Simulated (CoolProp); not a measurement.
Vapour-liquid equilibrium of dimethyl carbonate (1) + cyclohexane (2) at 1.44 MPa; x and y are mole fractions of (1).

The numbers come from the multi-fluid Helmholtz-energy mixture model, Zhou 2011 and Zhou 2014; pair parameters Bell 2016 in CoolProp.

```json
[
 {"x": "0.05", "bubble temperature (°C)": "200.1", "y at the bubble point": "0.092", "dew temperature at overall composition x (°C)": "202.0", "liquid density (mol/L)": "6.871"},
 {"x": "0.2", "bubble temperature (°C)": "192.8", "y at the bubble point": "0.278", "dew temperature at overall composition x (°C)": "195.6", "liquid density (mol/L)": "7.108"},
 {"x": "0.35", "bubble temperature (°C)": "189.9", "y at the bubble point": "0.396", "dew temperature at overall composition x (°C)": "190.8", "liquid density (mol/L)": "7.340"},
 {"x": "0.5", "bubble temperature (°C)": "189.3", "y at the bubble point": "0.492", "dew temperature at overall composition x (°C)": "189.3", "liquid density (mol/L)": "7.610"},
 {"x": "0.65", "bubble temperature (°C)": "190.4", "y at the bubble point": "0.590", "dew temperature at overall composition x (°C)": "191.8", "liquid density (mol/L)": "7.926"},
 {"x": "0.8", "bubble temperature (°C)": "193.7", "y at the bubble point": "0.716", "dew temperature at overall composition x (°C)": "196.5", "liquid density (mol/L)": "8.275"},
 {"x": "0.95", "bubble temperature (°C)": "200.4", "y at the bubble point": "0.909", "dew temperature at overall composition x (°C)": "202.0", "liquid density (mol/L)": "8.618"}
]
```

y crosses x between x = 0.35 and 0.5: the model has an azeotrope there.

Pair parameters are fitted to limited data, so mixtures are less certain than the pure fluids.
